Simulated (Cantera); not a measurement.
A perfectly stirred reactor is fed with CH4 : H2 = 0.019 : 1 (molar parts), at 0.110 bar; it is held at 2525 K, and followed from long to short residence time.

Model: GRI-Mech 3.0 (53 species, 325 reactions), integrated in Cantera. GRI-Mech 3.0 stops at C3 and has no aromatics, soot or wall deposition, so with more carbon than oxygen in the feed, carbon stays in small species such as C2H2 where larger ones or solid carbon would form.

x: mole fraction; the columns are a selection and need not sum to one.

```json
[
 {"τ (s)": "2.7", "x CH4": "1.65e-5", "x H2": "0.910", "x C2H6": "9.88e-12", "x H": "0.0808", "x C2H": "5.83e-5"},
 {"τ (s)": "1.0", "x CH4": "2.29e-5", "x H2": "0.911", "x C2H6": "1.85e-11", "x H": "0.0802", "x C2H": "5.77e-5"},
 {"τ (s)": "0.37", "x CH4": "3.60e-5", "x H2": "0.913", "x C2H6": "4.45e-11", "x H": "0.0784", "x C2H": "5.63e-5"},
 {"τ (s)": "0.14", "x CH4": "6.28e-5", "x H2": "0.917", "x C2H6": "1.30e-10", "x H": "0.0745", "x C2H": "5.32e-5"},
 {"τ (s)": "0.050", "x CH4": "0.000132", "x H2": "0.925", "x C2H6": "5.25e-10", "x H": "0.0662", "x C2H": "4.66e-5"},
 {"τ (s)": "0.018", "x CH4": "0.000324", "x H2": "0.937", "x C2H6": "[?]", "x H": "0.0541", "x C2H": "3.71e-5"},
 {"τ (s)": "0.0067", "x CH4": "0.000800", "x H2": "0.947", "x C2H6": "[?]", "x H": "0.0429", "x C2H": "2.80e-5"},
 {"τ (s)": "0.0025", "x CH4": "0.00186", "x H2": "0.955", "x C2H6": "[?]", "x H": "0.0343", "x C2H": "2.01e-5"},
 {"τ (s)": "0.00090", "x CH4": "0.00412", "x H2": "0.961", "x C2H6": "[?]", "x H": "0.0271", "x C2H": "1.25e-5"},
 {"τ (s)": "0.00033", "x CH4": "0.00797", "x H2": "0.965", "x C2H6": "[?]", "x H": "0.0207", "x C2H": "5.71e-6"},
 {"τ (s)": "0.00012", "x CH4": "0.0129", "x H2": "0.969", "x C2H6": "[?]", "x H": "0.0137", "x C2H": "1.13e-6"}
]
```

Task: Fill in the missing entries.

Result: 
- 0.018, x C2H6: 2.70e-9
- 0.0067, x C2H6: 1.36e-8
- 0.0025, x C2H6: 6.11e-8
- 0.00090, x C2H6: 2.40e-7
- 0.00033, x C2H6: 6.88e-7
- 0.00012, x C2H6: 1.11e-6
